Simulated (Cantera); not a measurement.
Input: 1 mol AlN, 1.5 mol H2, held at 2677 °C.

Method: chemical equilibrium by Gibbs-energy minimisation in Cantera with the NASA 1993 tables (ideal gas, pure condensed phases). Candidate condensed phases: Al, AlN; 13 gas species. Kinetics and transport are ignored.

Problem. At 1.80 bar, list the 6 most abundant gas species with their mole fractions, and the condensed phases.

Solution. H2 0.446, Al 0.304, N2 0.163, H 0.0672, AlH 0.0185, Al2 0.00175. Condensed: gas only.
